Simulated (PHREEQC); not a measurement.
0.52 g of hydrous ferric oxide (600 m²/g; 0.2 weak and 0.005 strong sites per Fe, Dzombak-Morel constants, diffuse double layer) in 1 kg of water with 0.01 mol/kgw of an inert sodium salt and 7.5e-06 mol Na2SeO4, at 25 °C; the pH is set by adding NaOH or the inert anion's acid. Oxygen alone is held at its pressure in air (log pO2 = -0.68). The system is closed to CO2. No solid was allowed to form.

Base run: PHREEQC, ion-association model, wateq4f.dat. Each further column changes one thing. The table gives surface charge σ (C/m²).

```tsv
pH	base	background salt from 0.01 to 0.001 mol/kgw	oxide from 0.52 to 2.6 g/kgw
3	0.322	0.258	0.330
3.5	0.273	0.180	0.283
4.5	0.159	0.080	0.165
5	0.112	0.051	0.116
5.5	0.076	0.031	0.078
6.5	0.030	0.011	0.031
7	0.017	0.006	0.017
7.5	0.008	0.003	0.008
8.5	-0.005	-0.002	-0.005
9	-0.013	-0.004	-0.013
```

The oxide is taken as insoluble; below pH 4 it would dissolve.
